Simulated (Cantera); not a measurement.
An isothermal, constant-pressure homogeneous reactor starts with H2 : O2 : N2 = 0.014 : 1 : 2 (molar parts), equivalence ratio 0.0070, at 998 K and 0.0132 atm.

Detailed kinetics in Cantera: the H2/O2 subset of GRI-Mech 3.0, which has no nitrogen chemistry. Radical loss at walls, strong at low pressure, is not modelled.

x: mole fraction; the columns are a selection and need not sum to one.

```
t (s)        x H2   x O2   x H2O2     x HO2      x OH
--------  -------  -----  -------  --------  --------
2.00e-5   0.00464  0.332   <1e-12    <1e-12    <1e-12
4.33e-5   0.00464  0.332   <1e-12    <1e-12    <1e-12
9.38e-5   0.00464  0.332   <1e-12  1.33e-12    <1e-12
0.000203  0.00464  0.332   <1e-12  2.89e-12    <1e-12
0.000440  0.00464  0.332   <1e-12  6.27e-12  2.28e-12
0.000953  0.00464  0.332   <1e-12  1.36e-11  7.53e-12
0.00206   0.00464  0.332   <1e-12  2.98e-11  2.32e-11
0.00447   0.00464  0.332   <1e-12  6.63e-11  9.01e-11
0.00969   0.00464  0.332   <1e-12  1.71e-10  8.55e-10
0.0210    0.00464  0.332   <1e-12         …   8.41e-8
0.0454    0.00287  0.330  4.81e-8         …  0.000357
0.0984    4.27e-5  0.329  1.16e-8         …  0.000161
0.213     1.36e-5  0.330  8.33e-9         …   9.61e-5
0.462     4.86e-6  0.330  7.64e-9         …   5.71e-5
1.00      1.35e-6  0.330  6.44e-9         …   3.05e-5
```

### Question
Fill in the missing entries.

### Answer

- 0.0210, x HO2: 3.77e-9
- 0.0454, x HO2: 1.52e-6
- 0.0984, x HO2: 9.79e-7
- 0.213, x HO2: 6.70e-7
- 0.462, x HO2: 4.22e-7
- 1.00, x HO2: 2.21e-7
